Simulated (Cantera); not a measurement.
Mixture: C₃H₈ : O₂ : N₂ = 1 : 3.33 : 12.5 (molar parts), equivalence ratio 1.5, at 600000 Pa, adiabatic and at constant volume. Ignition delay is the time to a rise of 400 K.

Cantera simulation using GRI-Mech 3.0 (53 species, 325 reactions); the numbers are that mechanism's predictions, not measurements. GRI-Mech 3.0 was tuned for natural gas; its chemistry of propane as a main component is partial and can be far from experiment.

What does this change do: pressure from 600000 Pa to 1500000 Pa?


```json
[
 {"quantity": "delay at 1248 K", "before": "0.942 ms", "after": "0.534 ms"},
 {"quantity": "delay at 1298 K", "before": "0.392 ms", "after": "0.231 ms"},
 {"quantity": "delay at 1348 K", "before": "0.176 ms", "after": "0.105 ms"},
 {"quantity": "delay at 1398 K", "before": "85.0 µs", "after": "51.0 µs"},
 {"quantity": "delay at 1448 K", "before": "44.5 µs", "after": "26.5 µs"},
 {"quantity": "delay at 1498 K", "before": "25.1 µs", "after": "14.7 µs"},
 {"quantity": "delay at 1548 K", "before": "15.2 µs", "after": "8.71 µs"},
 {"quantity": "apparent activation energy between 1448 and 1548 K", "before": "200 kJ/mol", "after": "210 kJ/mol"}
]
```
The pressure lies above the range GRI-Mech 3.0 was tuned for (to about 10 atm).

What does this change do: 1 parts H2 added?


```tsv
quantity	before	after
delay at 1248 K	0.942 ms	0.454 ms
delay at 1298 K	0.392 ms	0.232 ms
delay at 1348 K	0.176 ms	0.120 ms
delay at 1398 K	85.0 µs	63.9 µs
delay at 1448 K	44.5 µs	35.9 µs
delay at 1498 K	25.1 µs	21.3 µs
delay at 1548 K	15.2 µs	13.3 µs
apparent activation energy between 1448 and 1548 K	200 kJ/mol	180 kJ/mol
```
